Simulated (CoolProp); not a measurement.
The numbers come from the reference Helmholtz-energy equation of state, Zhou 2012 in CoolProp.

For p-xylene, give the phase and the Joule-Thomson coefficient (K/MPa), isothermal compressibility (1/MPa), viscosity (µPa s), Prandtl number at 620 K and 0.906 MPa; 620 K and 20.9 MPa; 620 K and 35.3 MPa.


- 620 K and 0.906 MPa: gas; Joule-Thomson coefficient 8.40, isothermal compressibility 1.23, viscosity 13.4, Prandtl number 0.696
- 620 K and 20.9 MPa: supercritical; Joule-Thomson coefficient 0.0239, isothermal compressibility 0.00666, viscosity 94.6, Prandtl number 2.86
- 620 K and 35.3 MPa: supercritical; Joule-Thomson coefficient -0.150, isothermal compressibility 0.00378, viscosity 114, Prandtl number 3.14

Viscosity comes from a separate model (Balogun 2015). Thermal conductivity comes from a separate model (Mylona 2014).
